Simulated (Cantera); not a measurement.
# Thermodynamics of nitride etching, feed Si3N4 + O2 + N2

Input: 1 mol Si3N4, a varied amount of O2, 0.45 mol N2, equilibrated at 1352 °C and 46.5 Torr.

These are equilibrium values from Cantera (NASA tables, ideal gas, pure condensed phases), not measurements of a reactor. Candidate condensed phases: Si, SiO2, Si2N2O, Si3N4; 16 gas species. Mutual solubility and eutectic melting of coexisting phases are not modelled. The tables hold silica as quartz up to 1696 K and as liquid above; real silica turns to tridymite and cristobalite and melts near 1996 K. Equilibrium is a limit: real reactors are often held back by kinetics, nucleation or transport.

```json
[
 {"n(O2) (mol)": "0.41", "log p N2": "-1.21", "log p O2": "<-13", "log p NO": "<-13", "log p SiO": "-5.56", "n Si2N2O(s)": "0.820", "n Si3N4(s)": "0.453", "n SiO2(β-quartz)": "0"},
 {"n(O2) (mol)": "0.51", "log p N2": "-1.21", "log p O2": "<-13", "log p NO": "<-13", "log p SiO": "-5.56", "n Si2N2O(s)": "1.02", "n Si3N4(s)": "0.320", "n SiO2(β-quartz)": "0"},
 {"n(O2) (mol)": "0.64", "log p N2": "-1.21", "log p O2": "<-13", "log p NO": "<-13", "log p SiO": "-5.56", "n Si2N2O(s)": "1.28", "n Si3N4(s)": "0.147", "n SiO2(β-quartz)": "0"},
 {"n(O2) (mol)": "0.8", "log p N2": "-1.21", "log p O2": "<-13", "log p NO": "-11.34", "log p SiO": "-3.91", "n Si2N2O(s)": "1.47", "n Si3N4(s)": "0", "n SiO2(β-quartz)": "0.0660"},
 {"n(O2) (mol)": "1", "log p N2": "-1.21", "log p O2": "<-13", "log p NO": "-11.34", "log p SiO": "-3.91", "n Si2N2O(s)": "1.33", "n Si3N4(s)": "0", "n SiO2(β-quartz)": "0.333"},
 {"n(O2) (mol)": "1.3", "log p N2": "-1.21", "log p O2": "<-13", "log p NO": "-11.34", "log p SiO": "-3.91", "n Si2N2O(s)": "1.13", "n Si3N4(s)": "0", "n SiO2(β-quartz)": "0.732"},
 {"n(O2) (mol)": "1.6", "log p N2": "-1.21", "log p O2": "<-13", "log p NO": "-11.34", "log p SiO": "-3.91", "n Si2N2O(s)": "0.932", "n Si3N4(s)": "0", "n SiO2(β-quartz)": "1.13"},
 {"n(O2) (mol)": "2", "log p N2": "-1.21", "log p O2": "<-13", "log p NO": "-11.34", "log p SiO": "-3.91", "n Si2N2O(s)": "0.665", "n Si3N4(s)": "0", "n SiO2(β-quartz)": "1.67"},
 {"n(O2) (mol)": "2.5", "log p N2": "-1.21", "log p O2": "<-13", "log p NO": "-11.34", "log p SiO": "-3.91", "n Si2N2O(s)": "0.332", "n Si3N4(s)": "0", "n SiO2(β-quartz)": "2.33"},
 {"n(O2) (mol)": "3.1", "log p N2": "-1.23", "log p O2": "-2.62", "log p NO": "-4.20", "log p SiO": "-11.06", "n Si2N2O(s)": "0", "n Si3N4(s)": "0", "n SiO2(β-quartz)": "3.00"},
 {"n(O2) (mol)": "3.9", "log p N2": "-1.34", "log p O2": "-1.78", "log p NO": "-3.84", "log p SiO": "-11.48", "n Si2N2O(s)": "0", "n Si3N4(s)": "0", "n SiO2(β-quartz)": "3.00"},
 {"n(O2) (mol)": "4.9", "log p N2": "-1.46", "log p O2": "-1.57", "log p NO": "-3.79", "log p SiO": "-11.59", "n Si2N2O(s)": "0", "n Si3N4(s)": "0", "n SiO2(β-quartz)": "3.00"}
]
```
log p: log10 of the partial pressure in bar; n: condensed amount in mol.

From 0.41 mol O2 to 0.64 mol O2 the condensed part is Si2N2O(s) + Si3N4(s). From 0.8 mol O2 to 2.5 mol O2 the condensed part is SiO2(β-quartz) + Si2N2O(s). From 3.1 mol O2 to 4.9 mol O2 the condensed part is SiO2(β-quartz).
